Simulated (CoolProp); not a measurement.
The fluid at 325.39 K and 1.1 MPa expands adiabatically to 0.264 MPa with isentropic efficiency 1. The same conditions are run with several fluids, on thermodynamics alone (safety and materials aside).

Computed with CoolProp (reference Helmholtz-energy equation of state of each fluid (R134a: Tillner-Roth 1994; carbonyl sulfide: Lemmon 2006; dry air: Lemmon 2000; ammonia: Gao 2020; C2F6 (R116): Lemmon 2006)). Blends and air are pseudo-pure fits.

```tsv
fluid	work (kJ/kg)	final temperature (K)	final phase	final density (kg/m³)
R134a	(withheld)	274.7	gas	12.8
carbonyl sulfide	51.1	246.0	(withheld)	8.35
dry air	109	215.9	gas	4.28
ammonia	181	(withheld)	two-phase, vapour fraction 0.945	2.31
C2F6 (R116)	24.9	(withheld)	gas	(withheld)
```

Question: Fill in the missing entries.

Answer: 
- R134a, work (kJ/kg): 30.4
- carbonyl sulfide, final phase: two-phase, vapour fraction 0.983
- ammonia, final temperature (K): 260.8
- C2F6 (R116), final temperature (K): 288.1
- C2F6 (R116), final density (kg/m³): 15.7
